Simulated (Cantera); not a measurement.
Feed: 1 mol S, 0.045 mol H2, 21 mol N2, 9.6 mol H2O, at 13300 Pa.

Method: chemical equilibrium by Gibbs-energy minimisation in Cantera with the NASA 1993 tables (ideal gas, pure condensed phases). Candidate condensed phases: H2O, H2SO4, S; 35 gas species. Equilibrium is a limit: real reactors are often held back by kinetics, nucleation or transport.

Task: At 1375 °C, list the 5 most abundant gas species with their mole fractions, and the condensed phases.

Result: N2 0.667, H2O 0.257, H2 0.0477, SO2 0.0234, S2 0.00253. Condensed: gas only.
